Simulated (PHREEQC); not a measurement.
PHREEQC input (ion-association model, wateq4f.dat):

```
SOLUTION_MASTER_SPECIES
  An  An-  0  An  62.0  # stands for a non-complexing anion
SOLUTION_SPECIES
  An- = An-
    -log_k 0
    -gamma 3.0 0
PHASES
  Fix_H+
    H+ = H+
    -log_k 0
SOLUTION 1
  temp 25
  units mmol/kgw
  pH 7 charge
  As(3) 0.011
  Na 1.139
  As(5) 0.064
  An 1
END
SELECTED_OUTPUT 1
  -reset false
  -pH true
  -pe true
  -ionic_strength true
  -water true
  -totals As Na As(3) As(5)
  -molalities Hfo_wOH Hfo_wOH2+ Hfo_wO- Hfo_sOH Hfo_sOH2+ Hfo_sO- Hfo_wH2AsO3 Hfo_wH2AsO4 Hfo_wHAsO4- Hfo_wOHAsO4-3
  -saturation_indices Arsenolite
USER_PUNCH 1
  -headings sigma psi
  10 PUNCH EDL("sigma", "Hfo"), EDL("psi", "Hfo")
PRINT
  -reset false
USE solution 1
SURFACE 1
  Hfo_wOH 0.00179775 600 0.8
  Hfo_sOH 4.49438e-05
EQUILIBRIUM_PHASES 1
  Fix_H+ -3 HAn 10
    -force_equality true
END
# ... the last block is repeated for the other 12 points of pH, with NaOH or the acid as the point needs
```

Selected output (columns that matter, 13 of 13 rows; pH added in front):

```
pH	mu	As	m_Hfo_wOH	m_Hfo_wOH2+	m_Hfo_wO-	m_Hfo_sOH	m_Hfo_sOH2+	m_Hfo_sO-	m_Hfo_wH2AsO3	m_Hfo_wH2AsO4	m_Hfo_wHAsO4-	si_Arsenolite	sigma	psi
3	0.002821	9.8183e-08	0.00043191	0.0012876	3.319e-06	1.1267e-05	3.359e-05	8.6582e-08	1.0902e-05	6.5443e-06	5.3886e-05	-12.636	0.25193	0.22572
3.5	0.0019105	5.7041e-08	0.00074615	0.00096342	1.3238e-05	1.9465e-05	2.5133e-05	3.4536e-07	1.0943e-05	2.3947e-06	4.5526e-05	-13.107	0.17715	0.21764
4	0.0015353	4.3957e-08	0.0009694	0.00072364	2.975e-05	2.529e-05	1.8878e-05	7.7611e-07	1.0956e-05	9.3251e-07	3.0665e-05	-13.334	0.11742	0.20214
4.5	0.0013592	3.8431e-08	0.0011094	0.00056331	5.0056e-05	2.8943e-05	1.4695e-05	1.3058e-06	1.0962e-05	4.0059e-07	1.9367e-05	-13.45	0.0753	0.18246
5	0.0012659	3.577e-08	0.0011924	0.00045951	7.0883e-05	3.1107e-05	1.1988e-05	1.8492e-06	1.0964e-05	2.0173e-07	1.285e-05	-13.513	0.046854	0.15997
5.5	0.0012126	3.4439e-08	0.001239	0.00039465	8.9114e-05	3.2323e-05	1.0296e-05	2.3248e-06	1.0966e-05	1.2182e-07	9.3884e-06	-13.546	0.028274	0.13528
6	0.0011812	3.3783e-08	0.0012643	0.0003554	0.00010304	3.2984e-05	9.2716e-06	2.6882e-06	1.0966e-05	8.6591e-08	7.5617e-06	-13.564	0.016549	0.10892
6.5	0.0011625	3.3524e-08	0.001278	0.00033204	0.00011269	3.3342e-05	8.6622e-06	2.94e-06	1.0967e-05	6.9586e-08	6.5748e-06	-13.573	0.0093331	0.081361
7	0.0011512	3.3706e-08	0.0012857	0.00031797	0.0001191	3.3542e-05	8.2951e-06	3.107e-06	1.0967e-05	6.0615e-08	6.0165e-06	-13.578	0.0048798	0.053049
7.5	0.0011439	3.5429e-08	0.0012904	0.00030886	0.00012351	3.3664e-05	8.0574e-06	3.2221e-06	1.0966e-05	5.528e-08	5.6695e-06	-13.581	0.0019482	0.024312
8	0.0011381	4.7334e-08	0.0012939	0.00030177	0.0001271	3.3756e-05	7.8725e-06	3.3157e-06	1.0965e-05	5.137e-08	5.4067e-06	-13.584	-0.00035485	-0.0046006
8.5	0.0011322	1.4196e-07	0.0012975	0.00029434	0.00013103	3.3847e-05	7.6783e-06	3.4181e-06	1.096e-05	4.7427e-08	5.1319e-06	-13.587	-0.002757	-0.033467
9	0.001125	9.208e-07	0.001303	0.0002835	0.00013719	3.3974e-05	7.3922e-06	3.5771e-06	1.0943e-05	4.1618e-08	4.6953e-06	-13.592	-0.0059834	-0.061973
```

The oxide is taken as insoluble; below pH 4 it would dissolve.
